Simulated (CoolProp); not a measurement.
Diethyl ether along the isotherm 500 K: density (kg/m³) from the reference equation and from simpler models built on Tc = 467.9 K, pc = 3717 kPa, ω = 0.282; each cubic takes its own stable root.

The numbers come from the reference Helmholtz-energy equation of state, Thol 2014 in CoolProp.

| p (kPa) | phase | reference | van der Waals | Redlich-Kwong | Peng-Robinson |
|---|---|---|---|---|---|
| 2660 | gas | 61.58 | 60.67 | 61.75 | 62.61 |
| 5310 | supercritical | 226.5 | 238.1 | 231.0 | 215.0 |
| 7970 | supercritical | 392.1 | 305.0 | 348.3 | 360.9 |
| 10600 | supercritical | 437.6 | 332.7 | 394.6 | 419.8 |
| 13300 | supercritical | 464.7 | 351.5 | 425.7 | 458.3 |
| 15900 | supercritical | 483.5 | 365.1 | 448.3 | 485.7 |
| 18600 | supercritical | 498.8 | 376.4 | 467.3 | 508.4 |
| 21200 | supercritical | 511.1 | 385.5 | 482.6 | 526.6 |
| 23900 | supercritical | 522.1 | 393.7 | 496.4 | 542.8 |
| 26600 | supercritical | 531.8 | 400.8 | 508.5 | 556.9 |
| 29200 | supercritical | 540.1 | 406.9 | 518.9 | 569.0 |
| 31900 | supercritical | 547.9 | 412.6 | 528.6 | 580.3 |
| 34500 | supercritical | 554.9 | 417.5 | 537.2 | 590.1 |
| 37200 | supercritical | 561.5 | 422.2 | 545.3 | 599.5 |
